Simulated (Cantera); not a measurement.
A closed system holds: 1 mol SiO₂, 8.1 mol N₂.

Equilibrium computed with Cantera from the NASA thermochemical tables; the gas is ideal and each condensed phase is pure. Candidate condensed phases: Si, SiO₂, Si₂N₂O, Si₃N₄; 16 gas species. The tables hold silica as quartz up to 1696 K and as liquid above; real silica turns to tridymite and cristobalite and melts near 1996 K. Kinetics and transport are ignored.

Stable condensed phases, one row left out:

```
T in K \ P in Pa
               1     7.2      52     370    2700   19000  140000 1000000
   2950        A       A       A       A       A       A       A       B
   2850        A       A       A       A       A       A       B       B
   2750        A       A       A       A       A       A       B       B
   2650        A       A       A       A       A       A       B       B
   2550        A       A       A       A       A       B       B       B
   2450        A       A       A       A       A       B       B       B
   2350        A       A       A       A       B       B       B       B
   2250        A       A       A       B       B       B       B       B
   2150        A       A       A       B       B       B       B       B
   2050        A       A       B       B       B       B       B       B
   1950        A       B       B       B       B       B       B       B
   1750        B       B       B       B       B       B       B       B
```

A: gas only; B: SiO₂.

**Question.** Give the row for 1850 K.

**Answer.** 1: SiO₂; 7.2: SiO₂; 52: SiO₂; 370: SiO₂; 2700: SiO₂; 19000: SiO₂; 140000: SiO₂; 1000000: SiO₂.
